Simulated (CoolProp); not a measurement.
Vapour-liquid equilibrium of carbon dioxide (1) + isobutane (2) at 262.2 K; x and y are mole fractions of (1).

The numbers come from the multi-fluid Helmholtz-energy mixture model, Span 1996 and Bücker 2006; pair parameters Kunz 2012 in CoolProp.

```csv
x,"bubble pressure, mixture model (MPa)","bubble pressure, Raoult's law (MPa)","y, mixture model","y, Raoult's law"
0.05,0.2826,0.2282,0.629,0.565
0.125,0.5540,0.4137,0.812,0.779
0.2,0.8143,0.5992,0.874,0.860
0.275,1.051,0.7847,0.904,0.903
0.35,1.259,0.9702,0.921,0.930
0.425,1.437,1.156,0.933,0.948
0.5,(withheld),1.341,0.942,0.961
0.575,1.727,1.527,0.949,0.971
0.65,(withheld),1.712,0.955,0.979
0.725,1.983,1.898,0.962,0.985
0.8,2.119,2.083,0.969,0.990
0.875,2.270,2.269,(withheld),0.994
0.95,2.444,2.454,0.990,0.998
```

### Question
Some entries are withheld; supply them.

### Answer

- 0.5, bubble pressure, mixture model (MPa): 1.591
- 0.65, bubble pressure, mixture model (MPa): 1.855
- 0.875, y, mixture model: 0.978

The largest gap from Raoult's law is +35.9 % in bubble pressure, at x = 0.2. No azeotrope shows between x = 0.05 and 0.95.

The pair parameters rest on a limited set of measurements; away from them the model extrapolates. The gap from Raoult's law changes sign with composition, which may be real or a fault of the pair parameters; it wasn't checked against measurements.
